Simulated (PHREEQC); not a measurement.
Consider water at 20 °C with 5.1 mmol/kgw NH4BF4. Closed to the air; pH follows from the charge balance.

Computed with PHREEQC (ion-association model, phreeqc.dat).

```csv
quantity,before,after
pH,2.99,10.62
ionic strength (mol/kgw),0.00621,0.000293
```

Question: What was changed between the two runs?
A. NH4BF4 replaced by NH3 at the same molality
B. 9.4e-05 mol/kgw KOH added
C. temperature from 20 to 30 °C
D. NH4BF4 from 0.0051 to 0.00561 mol/kgw
E. NH4BF4 replaced by HF at the same molality

Answer: A, NH4BF4 replaced by NH3 at the same molality

Precipitation was switched off in this run. Real BF4- forms and hydrolyses slowly; the run takes it at equilibrium.
